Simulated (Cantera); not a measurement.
Tantalum, niobium, vanadium and zirconium in process gases: Ta(OEt)5 + CO2

Feed: 1 mol Ta(OEt)5, 0.84 mol CO2, at 1177 °C.

Method: chemical equilibrium by Gibbs-energy minimisation in Cantera with the NASA 1993 tables (ideal gas, pure condensed phases). Candidate condensed phases: C, C6H6, C7H8, C8H18, H2O, Ta, TaC, Ta2O5; 113 gas species. The feed counts by its element totals alone. Mutual solubility and eutectic melting of coexisting phases are not modelled. TaC: taken at fixed stoichiometry. Condensed phases not in the tables: Ta2C. Rates play no part.

```tsv
P (Pa)	x H2	x CO	x CH4	x H	x H2O	x CO2	x C2H4	x C2H2 (acetylene)	n C(graphite)	n TaC(s)	n Ta2O5(s)
0.100	0.645	0.347	1.38e-9	0.00760	5.59e-10	1.26e-10	<1e-12	3.15e-6	3.16	1.00	0
1.50	0.650	0.348	2.09e-8	0.00197	8.47e-9	1.90e-9	1.48e-11	3.17e-6	3.16	1.00	0
22	0.651	0.348	3.08e-7	0.000515	1.24e-7	2.80e-8	2.18e-10	3.18e-6	3.16	1.00	0
320	0.652	0.348	4.49e-6	0.000135	1.81e-6	4.07e-7	3.17e-9	3.18e-6	3.16	1.00	0
4600	0.652	0.348	6.45e-5	3.56e-5	2.60e-5	5.85e-6	4.55e-8	3.18e-6	3.16	1.00	0
68000	0.650	0.348	0.000950	9.25e-6	0.000384	8.65e-5	6.70e-7	3.17e-6	3.15	1.00	0
1000000	0.716	0.262	0.0169	2.53e-6	0.00468	0.000720	1.19e-5	3.49e-6	6.10	0.105	0.448
```
x: gas mole fraction; n: condensed amount in mol.

From 0.100 Pa to 68000 Pa the condensed part is C(graphite) + TaC(s). At 1000000 Pa the condensed part is C(graphite) + TaC(s) + Ta2O5(s).
